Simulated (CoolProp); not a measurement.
A Linde-Hampson liquefier for CF4 (R14): isothermal reversible compression at 250 K from 1 atm to 5 MPa, throttling to 1 atm, return gas leaving the recuperator 2 K below the feed. Each further row changes one setting.

The numbers come from the reference Helmholtz-energy equation of state, Platzer 1990 in CoolProp. This equation is an older, rougher fit; its heat capacities, sound speeds and derivatives of the liquid may be far off and weren't checked against measurements.

```json
[
 {"case": "as stated", "liquid yield per pass": "___", "compression work (kJ/kg of gas)": "83.4"},
 {"case": "high pressure 10 MPa", "liquid yield per pass": "___", "compression work (kJ/kg of gas)": "___"},
 {"case": "warm-end temperature 280 K", "liquid yield per pass": "___", "compression work (kJ/kg of gas)": "97.0"},
 {"case": "warm-end gap 7 K", "liquid yield per pass": "___", "compression work (kJ/kg of gas)": "83.4"}
]
```

Task: What belongs in the gaps?

Result: 
- as stated, liquid yield per pass: 0.194
- high pressure 10 MPa, liquid yield per pass: 0.392
- high pressure 10 MPa, compression work (kJ/kg of gas): 90.8
- warm-end temperature 280 K, liquid yield per pass: 0.109
- warm-end gap 7 K, liquid yield per pass: 0.181
